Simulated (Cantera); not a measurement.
# Ignition delay

Mixture: 15.2 % CH4, 17.9 % O2, 67.0 % N2, equivalence ratio 1.7, at 7500 Torr, adiabatic and at constant volume. Ignition delay is the time to a rise of 400 K.

Detailed kinetics in Cantera: GRI-Mech 3.0 (53 species, 325 reactions).

```csv
T0 (K),delay (ms)
1400,0.598
1475,0.277
1550,0.134
1625,0.0673
1700,0.0354
```

```json
{
  "apparent activation energy between 1550 and 1700 K": "190 kJ/mol"
}
```
